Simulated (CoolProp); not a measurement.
Vapour-liquid equilibrium of m-xylene (1) + n-decane (2) at 135.05 °C; x and y are mole fractions of (1).

The numbers come from the multi-fluid Helmholtz-energy mixture model, Zhou 2012 and Lemmon 2006; pair parameters Bell 2016 in CoolProp.

Q: Give the bubble pressure and the first vapour's composition at x = 0.2, 0.425, 0.5. Is there an azeotrope?

A: x = 0.2: 0.04566 MPa, y = 0.407; x = 0.425: 0.05849 MPa, y = 0.659; x = 0.5: 0.06268 MPa, y = 0.721. No azeotrope shows between x = 0.05 and 0.95.

Pair parameters are fitted to limited data, so mixtures are less certain than the pure fluids.
